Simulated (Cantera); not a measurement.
A perfectly stirred reactor is fed with 2.70 % CH4, 97.3 % N2, at 0.132 atm; it is held at 1325 K, and followed from long to short residence time.

Detailed kinetics in Cantera: GRI-Mech 3.0 (53 species, 325 reactions). GRI-Mech 3.0 stops at C3 and has no aromatics, soot or wall deposition, so with more carbon than oxygen in the feed, carbon stays in small species such as C2H2 where larger ones or solid carbon would form.

x: mole fraction; the columns are a selection and need not sum to one.

| τ (s) | x CH4 | x C2H4 | x H | x H2 | x C2H6 | x HCN | x C2H |
|---|---|---|---|---|---|---|---|
| 13 | 0.0256 | 0.000130 | 4.51e-8 | 0.00193 | (withheld) | 2.04e-11 | 7.03e-12 |
| 2.2 | 0.0268 | 5.59e-5 | 7.13e-9 | 0.000237 | (withheld) | <1e-12 | <1e-12 |
| 0.38 | 0.0270 | 3.51e-6 | 1.12e-9 | 1.49e-5 | (withheld) | <1e-12 | <1e-12 |
| 0.064 | 0.0270 | 7.56e-8 | 5.50e-10 | 1.40e-6 | (withheld) | <1e-12 | <1e-12 |
| 0.011 | 0.0270 | 5.97e-10 | 4.88e-10 | 2.16e-7 | (withheld) | <1e-12 | <1e-12 |
| 0.0018 | 0.0270 | 2.63e-12 | 4.80e-10 | 3.47e-8 | 1.45e-11 | <1e-12 | <1e-12 |
| 0.00031 | 0.0270 | <1e-12 | 4.50e-10 | 5.61e-9 | <1e-12 | <1e-12 | <1e-12 |

Q: What belongs in the gaps?

A: 
- 13, x C2H6: 2.15e-5
- 2.2, x C2H6: 1.89e-5
- 0.38, x C2H6: 4.35e-6
- 0.064, x C2H6: 2.67e-7
- 0.011, x C2H6: 3.02e-9
